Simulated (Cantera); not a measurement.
# Roasting and sulfation: FeS + SO₃ + CO₂

A closed system holds: 1 mol FeS, 4.1 mol SO₃, 0.26 mol CO₂, at 1773 K and 1 atm.

These are equilibrium values from Cantera (NASA tables, ideal gas, pure condensed phases), not measurements of a reactor. Candidate condensed phases: C, Fe, Fe(CO)₅, FeO, FeS, FeSO₄, FeS₂, Fe₂O₃, Fe₂(SO₄)₃, Fe₃O₄, S; 25 gas species. Equilibrium is a limit: real reactors are often held back by kinetics, nucleation or transport.

```json
{
  "x(SO₂)": "0.886",
  "x(O₂)": "0.0655",
  "x(CO₂)": "0.0453",
  "x(SO₃)": "0.00264",
  "x(SO)": "5.01e-5",
  "x(CO)": "2.72e-5",
  "x(O)": "2.39e-5",
  "n(Fe₃O₄(s))": "0.333 mol",
  "gas_amount": "5.736 mol",
  "log10 activity of Fe(δ) (absent)": "-4.70",
  "log10 activity of S(l) (absent)": "-7.15",
  "log10 activity of C(graphite) (absent)": "-11.84"
}
```
